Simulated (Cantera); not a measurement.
Feed: 1 mol SiH2Cl2, 0.86 mol C2H2, 970 mol H2, at 1850 K.

Equilibrium computed with Cantera from the NASA thermochemical tables; the gas is ideal and each condensed phase is pure. Candidate condensed phases: C, C6H6, C7H8, C8H18, Si, SiC; 109 gas species. The numbers say what is thermodynamically allowed, not how fast it happens.

log p: log10 of the partial pressure in bar; n: condensed amount in mol.

```csv
P (Pa),log p H2,log p H,log p HCl,log p CH4,log p C2H2 (acetylene),log p Si,log p Cl,n C(graphite),n SiC(s)
100,-3.01,-4.77,-5.70,-9.20,?,-6.71,-7.58,0.413,0.792
220,-2.66,-4.60,-5.35,-8.51,?,-6.71,-7.41,0.305,0.904
460,-2.34,-4.44,-5.03,-7.87,?,-6.71,-7.25,0.256,0.952
1000,-2.00,-4.27,-4.69,-7.19,?,-6.71,-7.08,0.229,0.976
2200,-1.66,-4.10,-4.35,-6.50,?,-6.71,-6.90,0.210,0.988
4600,-1.34,-3.94,-4.03,-5.86,?,-6.71,-6.74,0.189,0.993
10000,-1.00,-3.77,-3.69,-5.19,?,-6.71,-6.58,0.151,0.996
22000,-0.66,-3.60,-3.35,-4.50,?,-6.71,-6.40,0.0712,0.997
46000,-0.34,-3.44,-3.02,-3.89,?,-6.68,-6.24,0,0.997
100000,0.00,-3.27,-2.69,-3.33,?,-6.57,-6.07,0,0.997
```

Question: Complete the blanks.

Answer: 
- 100, log p C2H2 (acetylene): -6.59
- 220, log p C2H2 (acetylene): -6.25
- 460, log p C2H2 (acetylene): -5.92
- 1000, log p C2H2 (acetylene): -5.59
- 2200, log p C2H2 (acetylene): -5.24
- 4600, log p C2H2 (acetylene): -4.92
- 10000, log p C2H2 (acetylene): -4.58
- 22000, log p C2H2 (acetylene): -4.24
- 46000, log p C2H2 (acetylene): -3.98
- 100000, log p C2H2 (acetylene): -3.87
